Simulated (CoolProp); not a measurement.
Vapour-liquid equilibrium of n-hexane (1) + p-xylene (2) at 0.227 MPa; x and y are mole fractions of (1).

Values from CoolProp's multi-fluid Helmholtz-energy mixture model, Thol 2019 and Zhou 2012; pair parameters Bell 2016.

| x | bubble temperature, mixture model (°C) | bubble temperature, Raoult's law (°C) | y, mixture model | y, Raoult's law |
|---|---|---|---|---|
| 0.05 | 162.0 | 163.1 | 0.218 | 0.213 |
| 0.2 | 141.2 | 143.8 | 0.589 | 0.587 |
| 0.35 | 127.5 | 130.0 | 0.761 | 0.769 |
| 0.5 | 117.7 | 119.4 | 0.854 | 0.869 |
| 0.65 | 110.2 | 111.1 | 0.913 | 0.929 |
| 0.8 | 104.0 | 104.3 | 0.956 | 0.967 |
| 0.95 | 98.6 | 98.6 | 0.990 | 0.993 |

The largest gap from Raoult's law is -2.6 K in bubble temperature, at x = 0.2. No azeotrope shows between x = 0.05 and 0.95.

Pair parameters are fitted to limited data, so mixtures are less certain than the pure fluids.
